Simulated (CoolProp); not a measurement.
Values from CoolProp's reference Helmholtz-energy equation of state, Span 2000.

**Question.** For nitrogen, give the phase and the speed of sound (m/s), viscosity (µPa s) at 273.4 K and 6190 kPa; 794.7 K and 20.6 kPa; 890.8 K and 3120 kPa.

**Answer.** 
- 273.4 K and 6190 kPa: supercritical; speed of sound 349, viscosity 17.9
- 794.7 K and 20.6 kPa: gas; speed of sound 566, viscosity 35.7
- 890.8 K and 3120 kPa: gas; speed of sound 605, viscosity 38.6

Viscosity comes from a separate model (Lemmon 2004).
